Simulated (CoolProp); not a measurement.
The fluoroketone C6F12O (FK-5-1-12) at several states: fugacity coefficient from the reference equation and from simpler models built on Tc = 168.7 °C, pc = 1869 kPa, ω = 0.471; each cubic takes its own stable root.

Values from CoolProp's reference Helmholtz-energy equation of state, McLinden 2015.

| T (°C) | p (kPa) | phase | reference | van der Waals | Redlich-Kwong | Soave-Redlich-Kwong |
|---|---|---|---|---|---|---|
| 61.65 | 669 | liquid | 0.2201 | ? | 0.4188 | 0.2235 |
| 68.75 | 36.3 | gas | 0.9826 | 0.9895 | 0.9864 | 0.9841 |
| 87.15 | 5710 | liquid | 0.07350 | ? | 0.1201 | 0.07762 |
| 46.05 | 22.4 | gas | 0.9861 | 0.9924 | 0.9899 | 0.9878 |
| 70.45 | 1400 | liquid | 0.1427 | ? | 0.2533 | 0.1459 |
| 126.85 | 617 | gas | 0.8364 | 0.8761 | 0.8532 | 0.8415 |

**Question.** What belongs in the gaps?

**Answer.** 
- 61.65, van der Waals: 0.6987
- 87.15, van der Waals: 0.1966
- 70.45, van der Waals: 0.4053
